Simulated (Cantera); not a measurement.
An isothermal, constant-pressure homogeneous reactor starts with NH3 : N2 = 1 : 0.24 (molar parts), at 1725 K and 100000 Pa.

Cantera simulation using the gas-phase N/H chemistry of the illustrative SiF4/NH3 mechanism in the Surface Chemkin manual (1991); the numbers are that mechanism's predictions, not measurements. Walls and surfaces, which speed up NH3 decomposition in real reactors, are not modelled.

x: mole fraction; the columns are a selection and need not sum to one.

| t (s) | x NH3 | x H | x NH2 | x N2H4 | x N2 | x NH |
|---|---|---|---|---|---|---|
| 0.000200 | 0.806 | ? | 0.000100 | 6.29e-8 | 0.194 | 1.72e-7 |
| 0.000492 | 0.806 | ? | 0.000197 | 2.43e-7 | 0.194 | 5.32e-7 |
| 0.00121 | 0.805 | ? | 0.000243 | 3.70e-7 | 0.194 | 7.41e-7 |
| 0.00298 | 0.804 | ? | 0.000243 | 3.71e-7 | 0.194 | 7.67e-7 |
| 0.00734 | 0.799 | ? | 0.000240 | 3.63e-7 | 0.195 | 8.07e-7 |
| 0.0181 | 0.788 | ? | 0.000235 | 3.47e-7 | 0.197 | 8.84e-7 |
| 0.0445 | 0.763 | ? | 0.000225 | 3.18e-7 | 0.201 | 9.91e-7 |
| 0.110 | 0.705 | ? | 0.000209 | 2.73e-7 | 0.211 | 1.08e-6 |
| 0.270 | 0.591 | ? | 0.000182 | 2.07e-7 | 0.230 | 1.09e-6 |
| 0.664 | 0.410 | ? | 0.000139 | 1.21e-7 | 0.261 | 9.73e-7 |
| 1.63 | 0.213 | ? | 8.47e-5 | 4.50e-8 | 0.294 | 7.18e-7 |
| 4.02 | 0.0806 | ? | 3.86e-5 | 9.34e-9 | 0.317 | 3.98e-7 |
| 9.90 | 0.0259 | 0.000137 | 1.41e-5 | 1.24e-9 | 0.326 | 1.66e-7 |
| 24.4 | 0.00859 | 0.000148 | 4.94e-6 | 1.53e-10 | 0.329 | 6.15e-8 |
| 60.0 | 0.00311 | 0.000152 | 1.82e-6 | 2.07e-11 | 0.330 | 2.31e-8 |

Question: Complete the blanks.

Answer: 
- 0.000200, x H: 3.47e-8
- 0.000492, x H: 6.98e-8
- 0.00121, x H: 1.54e-7
- 0.00298, x H: 3.33e-7
- 0.00734, x H: 7.64e-7
- 0.0181, x H: 1.80e-6
- 0.0445, x H: 4.21e-6
- 0.110, x H: 9.71e-6
- 0.270, x H: 2.15e-5
- 0.664, x H: 4.35e-5
- 1.63, x H: 7.64e-5
- 4.02, x H: 0.000112
